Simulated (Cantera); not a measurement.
# Catalytic stagnation flow on Pt

A jet of CH₄ : O₂ : N₂ = 0.077 : 0.17 : 0.79 (molar parts), equivalence ratio 0.91 at 300 K and 0.390 bar hits a platinum plate 2.7 cm away at a mass flux of 0.029 kg/m²/s; the plate temperature is set and raised in steps from an oxygen-covered start.

Detailed kinetics in Cantera: Deutschmann's 1995 Pt surface mechanism with GRI-Mech 3.0 gas chemistry. Catalytic surfaces can have several steady states; this one follows from the mechanism file's or the stated starting coverage.

| plate T (K) | wall x CH₄ | wall x O₂ | wall x H₂O | wall x OH | wall x CO | wall x CO₂ | θ free Pt | θ O* | θ OH* |
|---|---|---|---|---|---|---|---|---|---|
| 950 | 0.0175 | 0.0429 | 0.106 | 9.05e-8 | 8.69e-6 | 0.0701 | 0.241 | 0.754 | 0.00469 |
| 1000 | 0.00969 | 0.0265 | 0.120 | 2.27e-7 | 6.89e-6 | 0.0797 | 0.335 | 0.661 | 0.00459 |
| 1050 | 0.00616 | 0.0192 | 0.126 | 5.14e-7 | 6.10e-6 | 0.0840 | 0.423 | 0.573 | 0.00416 |
| 1100 | 0.00436 | 0.0155 | 0.129 | 1.07e-6 | 5.89e-6 | 0.0861 | 0.503 | 0.493 | 0.00366 |
| 1150 | 0.00334 | 0.0136 | 0.131 | 2.07e-6 | 6.08e-6 | 0.0872 | 0.576 | 0.421 | 0.00316 |
| 1200 | 0.00271 | 0.0125 | 0.132 | 3.79e-6 | 6.58e-6 | 0.0877 | 0.640 | 0.357 | 0.00271 |
x: mole fraction at the wall; θ: surface coverage.
